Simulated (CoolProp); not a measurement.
Vapour-liquid equilibrium of ethylene (1) + isobutane (2) at 248.7 K; x and y are mole fractions of (1).

Computed with CoolProp (multi-fluid Helmholtz-energy mixture model, Smukala 2000 and Bücker 2006; pair parameters Bell 2016).

```tsv
x	bubble pressure (MPa)	y at the bubble point	dew pressure at overall composition x (MPa)	liquid density (mol/L)
0.05	0.1383	0.576	0.06298	10.68
0.15	0.3046	0.817	0.07030	11.14
0.25	0.4838	0.892	0.07951	11.64
0.35	0.6761	0.929	0.09148	12.15
0.45	0.8812	0.950	0.1076	12.69
0.55	1.098	0.964	0.1307	13.25
0.65	1.327	0.975	0.1662	13.81
0.75	1.567	0.983	0.2282	14.35
0.85	1.820	0.990	0.3634	14.83
0.95	2.096	0.996	0.8800	15.14
```

No azeotrope shows between x = 0.05 and 0.95.

The pair parameters rest on a limited set of measurements; away from them the model extrapolates.
